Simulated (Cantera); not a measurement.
A freely propagating, adiabatic, planar premixed flame of 5.97 % CH4, 16.4 % O2, 77.7 % N2, equivalence ratio 0.73, unburnt at 675 K and 2.00 bar; mixture-averaged transport, grid criteria slope 0.08 and curve 0.16, no radiation.

Detailed kinetics in Cantera: GRI-Mech 3.0 (53 species, 325 reactions). Burning velocities carry a grid error of a few per cent, more on coarse grids.

x: mole fraction of selected species; z is measured from the peak of heat release.

```json
[
 {"z (mm)": "-0.896", "T (K)": "676", "u (m/s)": "0.609", "x CH4": "0.0596", "x O2": "0.164", "x HCN": "<1e-8", "x O": "<1e-8", "x N2O": "<1e-8", "x H2O2": "6.59e-8"},
 {"z (mm)": "-0.598", "T (K)": "681", "u (m/s)": "0.614", "x CH4": "0.0592", "x O2": "0.163", "x HCN": "<1e-8", "x O": "<1e-8", "x N2O": "<1e-8", "x H2O2": "5.46e-7"},
 {"z (mm)": "-0.448", "T (K)": "696", "u (m/s)": "0.628", "x CH4": "0.0582", "x O2": "0.162", "x HCN": "<1e-8", "x O": "<1e-8", "x N2O": "<1e-8", "x H2O2": "1.93e-6"},
 {"z (mm)": "-0.299", "T (K)": "760", "u (m/s)": "0.688", "x CH4": "0.0541", "x O2": "0.157", "x HCN": "[?]", "x O": "1.93e-8", "x N2O": "<1e-8", "x H2O2": "8.12e-6"},
 {"z (mm)": "-0.149", "T (K)": "1033", "u (m/s)": "0.941", "x CH4": "0.0377", "x O2": "0.133", "x HCN": "[?]", "x O": "3.40e-6", "x N2O": "4.77e-8", "x H2O2": "2.50e-5"},
 {"z (mm)": "-0.0747", "T (K)": "1316", "u (m/s)": "1.20", "x CH4": "0.0209", "x O2": "0.106", "x HCN": "[?]", "x O": "4.64e-5", "x N2O": "1.14e-7", "x H2O2": "1.74e-5"},
 {"z (mm)": "0", "T (K)": "1610", "u (m/s)": "1.48", "x CH4": "0.00474", "x O2": "0.0736", "x HCN": "[?]", "x O": "0.000537", "x N2O": "2.37e-7", "x H2O2": "1.58e-6"},
 {"z (mm)": "0.0747", "T (K)": "1744", "u (m/s)": "1.59", "x CH4": "0.000262", "x O2": "0.0564", "x HCN": "[?]", "x O": "0.00189", "x N2O": "4.07e-7", "x H2O2": "6.40e-7"},
 {"z (mm)": "0.149", "T (K)": "1799", "u (m/s)": "1.64", "x CH4": "7.95e-6", "x O2": "0.0509", "x HCN": "[?]", "x O": "0.00220", "x N2O": "5.30e-7", "x H2O2": "5.33e-7"},
 {"z (mm)": "0.299", "T (K)": "1863", "u (m/s)": "1.69", "x CH4": "<1e-8", "x O2": "0.0474", "x HCN": "<1e-8", "x O": "0.00170", "x N2O": "6.44e-7", "x H2O2": "3.80e-7"},
 {"z (mm)": "0.598", "T (K)": "1918", "u (m/s)": "1.73", "x CH4": "<1e-8", "x O2": "0.0454", "x HCN": "<1e-8", "x O": "0.000908", "x N2O": "7.42e-7", "x H2O2": "2.34e-7"},
 {"z (mm)": "1.20", "T (K)": "1951", "u (m/s)": "1.76", "x CH4": "<1e-8", "x O2": "0.0446", "x HCN": "<1e-8", "x O": "0.000360", "x N2O": "7.08e-7", "x H2O2": "1.30e-7"},
 {"z (mm)": "2.39", "T (K)": "1965", "u (m/s)": "1.77", "x CH4": "<1e-8", "x O2": "0.0444", "x HCN": "<1e-8", "x O": "0.000138", "x N2O": "4.39e-7", "x H2O2": "7.58e-8"}
]
```

Question: Some entries are withheld; supply them.

Answer: 
- -0.299, x HCN: 1.37e-8
- -0.149, x HCN: 8.79e-8
- -0.0747, x HCN: 1.97e-7
- 0, x HCN: 3.66e-7
- 0.0747, x HCN: 2.54e-7
- 0.149, x HCN: 7.90e-8
